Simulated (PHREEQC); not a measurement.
Make-up at 25 °C: 0.17 mol FeSO4, 0.014 mol CuCl2 and 0.2 mol H2SO4 per kg of water. Closed to the air; pH follows from the charge balance.

All values are PHREEQC results (ion-association model, wateq4f.dat), not measurements.

Each row changes one thing in this solution. Precipitation was switched off in this run.

```csv
case,pH,ionic strength (mol/kgw),HSO4- (mol/kgw),Fe+2 (mol/kgw),SO4-2 (mol/kgw),FeHSO4+ (mol/kgw),SI of Melanterite (FeSO4:7H2O)
as made,0.96,0.526,0.211,0.0815,0.0658,0.0460,-1.40
H2SO4 left out,5.18,0.380,1.84e-5,0.0910,0.0850,5.09e-6,-1.13
H2SO4 from 0.2 to 0.22 mol/kgw,0.92,0.543,0.231,0.0805,0.0650,0.0490,-1.42
temperature from 25 to 40 °C,1.00,0.500,0.222,0.0799,0.0540,0.0468,-1.67
FeSO4 from 0.17 to 0.034 mol/kgw,0.79,0.334,0.181,0.0174,0.0328,0.0101,-2.23
diluted 10-fold with water,1.70,0.0756,0.0152,0.0110,0.0153,0.000866,-2.32
FeSO4 from 0.17 to 0.34 mol/kgw,1.15,0.785,0.227,0.155,0.123,0.0780,-0.98
CuCl2 left out,0.97,0.492,0.213,0.0797,0.0663,0.0467,-1.38
H2SO4 from 0.2 to 0.3 mol/kgw,0.76,0.612,0.310,0.0767,0.0629,0.0594,-1.50
```

The ionic strength passes 0.7 mol/kgw, the rough limit of the ion-association models, in FeSO4 from 0.17 to 0.34 mol/kgw. Complexes and solids missing from the database can't appear. Some of these states are supersaturated (in Antlerite, Brochantite, for instance). Constants without temperature data keep their 25 °C values here.
